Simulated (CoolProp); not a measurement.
Saturation properties of 1,2-dichloroethane (Tc = 561.6 K, pc = 52.26 bar, ω = 0.269).

Model: reference Helmholtz-energy equation of state, Thol 2015, in CoolProp.

```
T (K)  p (bar)  liquid density (kg/m³)  liquid cp (kJ/(kg K))  vapour Z
-----  -------  ----------------------  ---------------------  --------
262.8        ?                    1295                  1.284    0.9989
268.1  0.02069                    1288                  1.286    0.9986
273.4  0.02842                    1281                  1.288    0.9981
278.7  0.03848                    1273                  1.291    0.9976
284    0.05142                    1266                  1.293    0.9970
289.3        ?                       ?                  1.297    0.9963
294.6  0.08854                    1250                  1.300         ?
299.9   0.1142                    1243                  1.304    0.9944
305.2   0.1459                    1235                  1.308    0.9932
310.5   0.1845                    1227                  1.313    0.9918
315.8   0.2311                    1220                  1.317    0.9903
321.1   0.2871                    1212                  1.323    0.9885
326.4   0.3537                    1204                  1.328    0.9865
```

Complete the blanks.


- 262.8, p (bar): 0.01485
- 289.3, p (bar): 0.06787
- 289.3, liquid density (kg/m³): 1258
- 294.6, vapour Z: 0.9954

It boils at 356.6 K under 1 atm.
